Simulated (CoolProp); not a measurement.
R236EA along the isobar 0.101 MPa: density (kg/m³) from the reference equation and from simpler models built on Tc = 412.4 K, pc = 3.414 MPa, ω = 0.368; each cubic takes its own stable root.

Values from CoolProp's reference Helmholtz-energy equation of state, Rui 2013.

```csv
T (K),phase,reference
267.6,liquid,1519
277.9,liquid,1489
288.2,gas,6.668
298.5,gas,6.405
308.8,gas,6.165
319.1,gas,5.945
329.5,gas,5.740
339.8,gas,5.551
350.1,gas,5.376
360.4,gas,5.212
370.7,gas,5.059
381,gas,4.915
391.4,gas,4.778
401.7,gas,4.650
412,gas,4.529
```

How far does each simpler model (van der Waals, Peng-Robinson) lie from the reference over these 15 states: mean and median of the absolute difference, and the worst?


- van der Waals: mean 13.9 %, median 0.7 %, worst -99.5 % at 277.9 K and 0.101 MPa
- Peng-Robinson: mean 0.5 %, median 0.1 %, worst +3.2 % at 277.9 K and 0.101 MPa

At some of these states van der Waals gives the other phase, because its saturation line lies elsewhere.
